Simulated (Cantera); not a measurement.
Feed: 1 mol Si, 6 mol H2, 1.2 mol Cl2, held at 975 K and 1.50 bar.

Cantera equilibrium calculation (NASA polynomials, part measured and part estimated; ideal gas, pure solids and liquids). Candidate condensed phases: Si; 19 gas species. The tables' values for SiCl3 are old estimates; treat these amounts as uncertain. Equilibrium is a limit: real reactors are often held back by kinetics, nucleation or transport.

Base state: H2 0.891, SiCl4 0.0576, SiHCl3 0.0406, HCl 0.00723, SiH2Cl2 0.00299, SiCl3 0.000439, SiCl2 9.48e-5, SiH3Cl 5.58e-5 (mole fractions); condensed: Si(s).

Q: What changes in the equilibrium state with this change: Si replaced by SiCl4?

A: 
```
species      before    after
----------  -------  -------
H2            0.891    0.584
HCl         0.00723    0.294
SiCl4        0.0576    0.121
SiHCl3       0.0406  0.00137
SiH3Cl      5.58e-5    <1e-9
SiH2Cl2     0.00299  1.63e-6
SiCl2       9.48e-5  7.86e-8
Si(s), mol    0.334        0
```
